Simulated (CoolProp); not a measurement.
Properties of carbon dioxide along the isobar 309 bar.

Computed with CoolProp (reference Helmholtz-energy equation of state, Span 1996).

| T (°C) | phase | cv (kJ/(kg K)) | expansivity (1/kK) | viscosity (µPa s) | conductivity (mW/(m K)) |
|---|---|---|---|---|---|
| -9.25 | liquid | 0.9415 | 2.969 | 166 | 150 |
| 7.25 | liquid | 0.9279 | 3.296 | 137 | 135 |
| 23.75 | liquid | 0.9181 | 3.693 | 114 | 121 |
| 40.15 | supercritical | 0.9119 | 4.163 | 96.2 | 109 |
| 56.65 | supercritical | 0.9070 | 4.703 | 81.8 | 97.0 |
| 73.05 | supercritical | 0.9051 | 5.262 | 70.0 | 87.0 |
| 89.55 | supercritical | 0.9036 | 5.737 | 60.4 | 78.4 |
| 106.05 | supercritical | 0.9020 | 5.953 | 52.9 | 71.4 |
| 122.45 | supercritical | 0.9003 | 5.874 | 47.2 | 65.7 |
| 138.95 | supercritical | 0.8985 | 5.573 | 43.0 | 61.3 |
| 155.35 | supercritical | 0.8968 | 5.151 | 40.0 | 57.9 |
| 171.85 | supercritical | 0.8957 | 4.695 | 37.9 | 55.3 |
| 188.35 | supercritical | 0.8956 | 4.265 | 36.5 | 53.1 |

Viscosity comes from a separate model (Laesecke 2017). Thermal conductivity comes from a separate model (Huber 2016).
